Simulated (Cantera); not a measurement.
TiO2 + HCl (chemical vapour transport)

A closed system holds: 1 mol TiO2, 0.038 mol HCl, equilibrated at 1075 K and 100 Torr.

These are equilibrium values from Cantera (NASA tables, ideal gas, pure condensed phases), not measurements of a reactor. Candidate condensed phases: H2O, Ti, TiCl2, TiCl3, TiCl4, TiO, TiO2, Ti2O3, Ti3O5, Ti4O7; 23 gas species. Condensed phases not in the tables: TiOCl. Rates play no part.

```json
{
  "x(HCl)": "0.995",
  "x(H2O)": "0.00299",
  "x(TiCl4)": "0.00150",
  "x(H2)": "1.45e-5",
  "x(Cl2)": "9.84e-6",
  "x(Cl)": "9.48e-6",
  "n(TiO2(rutile))": "1.000 mol",
  "gas_amount": "0.03794 mol",
  "log10 activity of TiCl4(l) (absent)": "-5.73",
  "log10 activity of Ti4O7(s) (absent)": "-5.96",
  "log10 activity of Ti3O5(s) (absent)": "-6.19"
}
```
